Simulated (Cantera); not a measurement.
S + H2O + O2 (abatement and gas-phase synthesis)

Input: 1 mol S, a varied amount of H2O, 4.5 mol O2, equilibrated at 2575 °C and 150 bar.

Equilibrium computed with Cantera from the NASA thermochemical tables; the gas is ideal and each condensed phase is pure. Candidate condensed phases: H2O, H2SO4, S; 19 gas species. The ideal-gas law is rough above about 30 bar. Rates play no part.

```
n(H2O) (mol)  log p O2  log p H2O  log p SO2  log p OH
------------  --------  ---------  ---------  --------
0.31              2.03       0.94       1.49      0.22
0.43              2.02       1.08       1.47      0.29
0.59              2.01       1.21       1.46      0.35
0.82              1.99       1.33       1.44      0.41
1.1               1.96       1.44       1.42      0.46
1.6               1.93       1.57       1.38      0.51
2.1               1.89       1.66       1.35      0.54
2.9               1.84       1.75       1.30      0.58
4                 1.78       1.83       1.24      0.60
5.6               1.70       1.90       1.16      0.62
```
log p: log10 of the partial pressure in bar; nothing condenses.

From 0.31 mol H2O to 5.6 mol H2O nothing is condensed.
